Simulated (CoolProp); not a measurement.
Vapour-liquid equilibrium of n-heptane (1) + n-dodecane (2) at 64.2 kPa; x and y are mole fractions of (1).

Values from CoolProp's multi-fluid Helmholtz-energy mixture model, Span 2003 and Lemmon 2004; pair parameters Bell 2016.

```csv
x,"bubble temperature, mixture model (°C)","bubble temperature, Raoult's law (°C)","y, mixture model","y, Raoult's law"
0.05,179.8,175.6,0.412,0.490
0.15,151.3,147.0,0.780,0.818
0.25,132.3,129.8,0.902,0.915
0.35,119.2,118.1,0.949,0.954
0.45,109.8,109.5,0.971,0.973
0.55,102.7,102.7,0.983,0.984
0.65,97.1,97.2,0.989,0.990
0.75,92.5,92.6,0.994,0.995
0.85,88.6,88.6,0.997,0.997
0.95,85.2,85.2,0.999,0.999
```

The largest gap from Raoult's law is +4.3 K in bubble temperature, at x = 0.15. No azeotrope shows between x = 0.05 and 0.95.

Pair parameters are fitted to limited data, so mixtures are less certain than the pure fluids.
